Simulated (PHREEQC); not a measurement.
# Nickel, zinc or cadmium bath

Consider water at 25 °C with 0.024 mol CdCl2 and 0.0016 mol FeSO4 per kg of water. Closed to the air; pH follows from the charge balance.

All values are PHREEQC results (ion-association model, wateq4f.dat), not measurements.

Precipitation was switched off in this run.

**Question.** What pH, ionic strength does the model give?

**Answer.** pH 5.69; ionic strength 0.0461 mol/kgw.

**Question.** In which forms is Cd present?

**Answer.** CdCl+ 54 %, Cd+2 38 %, CdCl2 4.9 %, CdSO4 2.3 % of the Cd.

Complexes and solids missing from the database can't appear.
